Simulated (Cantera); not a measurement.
## Adiabatic ignition

An adiabatic, constant-volume homogeneous reactor starts with 4.88 % CH4, 25.9 % O2, 69.3 % N2, at 1125 K and 5.00 bar.

Computed with Cantera and GRI-Mech 3.0 (53 species, 325 reactions).

| t (s) | T (K) | P (bar) | x CH4 | x O2 | x C2H2 | x CO | x NO |
|---|---|---|---|---|---|---|---|
| 9.00e-6 | 1125 | 5.00 | 0.0488 | 0.259 | <1e-12 | <1e-12 | <1e-12 |
| 2.37e-5 | 1125 | 5.00 | 0.0488 | 0.259 | <1e-12 | <1e-12 | <1e-12 |
| 6.24e-5 | 1125 | 5.00 | 0.0488 | 0.259 | <1e-12 | 2.73e-12 | <1e-12 |
| 0.000164 | 1125 | 5.00 | 0.0488 | 0.259 | <1e-12 | 5.46e-11 | <1e-12 |
| 0.000433 | 1125 | 5.00 | 0.0488 | 0.259 | <1e-12 | 1.29e-9 | <1e-12 |
| 0.00114 | 1125 | 5.00 | 0.0488 | 0.259 | <1e-12 | 4.65e-8 | <1e-12 |
| 0.00300 | 1125 | 5.00 | 0.0487 | 0.258 | 3.94e-12 | 1.56e-6 | <1e-12 |
| 0.00790 | 1128 | 5.02 | 0.0484 | 0.258 | 4.35e-10 | 4.44e-5 | <1e-12 |
| 0.0208 | 2374 | 10.6 | <1e-12 | 0.156 | <1e-12 | 0.000685 | 0.00699 |
| 0.0548 | 2357 | 10.5 | <1e-12 | 0.153 | <1e-12 | 0.000630 | 0.0137 |
| 0.144 | 2356 | 10.5 | <1e-12 | 0.152 | <1e-12 | 0.000627 | 0.0140 |
| 0.380 | 2356 | 10.5 | <1e-12 | 0.152 | <1e-12 | 0.000627 | 0.0140 |
| 1.00 | 2356 | 10.5 | <1e-12 | 0.152 | <1e-12 | 0.000627 | 0.0140 |
x: mole fraction; the columns are a selection and need not sum to one.

```
Item                                                              Result
---------------------------------  -------------------------------------
time of steepest temperature rise                                13.1 ms
temperature at 1.00 s                                             2356 K
equilibrium temperature                                           2356 K
x(CH4) at 1.00 s                   <1e-12 (gas-phase equilibrium <1e-12)
x(O2) at 1.00 s                      0.152 (gas-phase equilibrium 0.152)
x(C2H2) at 1.00 s                  <1e-12 (gas-phase equilibrium <1e-12)
```
